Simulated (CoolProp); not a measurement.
Values from CoolProp's reference Helmholtz-energy equation of state, Fiedler 2023.

### Question
Give the vapour pressure (MPa), vapour density (kg/m³) of saturated tetrahydrofuran at 148.25 °C.

### Answer
| T (°C) | p (MPa) | vapour density (kg/m³) |
|---|---|---|
| 148.25 | 0.814 | 19.3 |
